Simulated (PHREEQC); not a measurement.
Solution (10 °C): 0.0047 mol/kgw HCl and 0.033 mol/kgw MnSO4. It is in equilibrium with CO2 at log p = -2 (atm). Otherwise closed; pH follows from the charge balance.

The numbers come from PHREEQC with the ion-association model, wateq4f.dat.

No solid was allowed to form.

**Question.** Predict the pH, ionic strength.

**Answer.** pH 2.62; ionic strength 0.0924 mol/kgw.

**Question.** In which forms is Cl present?

**Answer.** Cl- 96 %, MnCl+ 3.6 % of the Cl.

At this temperature some constants are extrapolated from 25 °C, and those without enthalpy data are left unchanged.
